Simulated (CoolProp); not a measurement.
Aqueous ethylene glycol as a coolant, 11 % by mass, freezing at -3.7 °C, 1 atm.

Values from CoolProp's Melinder's fits for secondary coolants.

```
T (°C)  Prandtl number  conductivity (W/(m K))  cp (kJ/(kg K))  viscosity (mPa s)
------  --------------  ----------------------  --------------  -----------------
3                 16.7                   0.524           4.022               2.18
9.9               13.2                   0.534           4.025               1.75
16.8              10.6                   0.544           4.030               1.43
23.7              8.66                   0.553           4.035               1.19
30.6              7.22                   0.562           4.041               1.00
37.5              6.13                   0.570           4.047              0.863
```
